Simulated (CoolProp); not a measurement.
A single-stage vapour-compression cycle with R142b: evaporating at 268.15 K (dew point), condensing at 293.15 K (bubble point), superheat 8 K, subcooling 0 K, compressor efficiency 0.85, no pressure losses. Each further row changes one setting.

Values from CoolProp's reference Helmholtz-energy equation of state, Lemmon 2006. It is a short technical equation, of lower accuracy than the large ones.

| case | cooling COP | pressure ratio | discharge temperature (K) | refrigerating effect (kJ/kg) | volumetric capacity (kJ/m³) |
|---|---|---|---|---|---|
| as stated | 8.31 | 2.42 | 308.3 | 196 | 1070 |
| evaporating temperature 273.15 K | [?] | [?] | [?] | [?] | 1300 |
| condensing temperature 288.15 K | 10.6 | [?] | [?] | 202 | 1100 |
| subcooling 5 K | 8.58 | 2.42 | 308.3 | 202 | 1100 |
| superheat 18 K | 8.31 | 2.42 | [?] | 204 | 1070 |
| compressor efficiency 0.75 | [?] | 2.42 | 311.7 | 196 | 1070 |

Q: Fill in the missing entries.

A: 
- evaporating temperature 273.15 K, cooling COP: 10.8
- evaporating temperature 273.15 K, pressure ratio: 2.00
- evaporating temperature 273.15 K, discharge temperature (K): 306.5
- evaporating temperature 273.15 K, refrigerating effect (kJ/kg): 199
- condensing temperature 288.15 K, pressure ratio: 2.06
- condensing temperature 288.15 K, discharge temperature (K): 302.2
- superheat 18 K, discharge temperature (K): 318.5
- compressor efficiency 0.75, cooling COP: 7.33
